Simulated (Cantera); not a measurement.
A perfectly stirred reactor is fed with CH₄ : N₂ = 1 : 2.3 (molar parts), at 67.0 Pa; it is held at 1800 K, and followed from long to short residence time.

Computed with Cantera and GRI-Mech 3.0 (53 species, 325 reactions). GRI-Mech 3.0 stops at C3 and has no aromatics, soot or wall deposition, so with more carbon than oxygen in the feed, carbon stays in small species such as C2H2 where larger ones or solid carbon would form. Radical loss at walls, strong at low pressure, is not modelled.

### Question
Predict: x(CH₄) at τ = 0.600 s; x(C₂H) at τ = 0.600 s; x(HCN) at τ = 0.600 s; x(H) at τ = 0.600 s; x(C₂H₄) at τ = 0.600 s; x(CH₄) at τ = 15.0 ms; x(H) at τ = 15.0 ms; x(C₂H₄) at τ = 15.0 ms.

### Answer
- x(CH₄) at τ = 0.600 s = 0.173
- x(C₂H) at τ = 0.600 s = 6.23e-7
- x(HCN) at τ = 0.600 s = 3.75e-7
- x(H) at τ = 0.600 s = 0.000241
- x(C₂H₄) at τ = 0.600 s = 0.00664
- x(CH₄) at τ = 15.0 ms = 0.303
- x(H) at τ = 15.0 ms = 1.95e-6
- x(C₂H₄) at τ = 15.0 ms = 8.61e-6
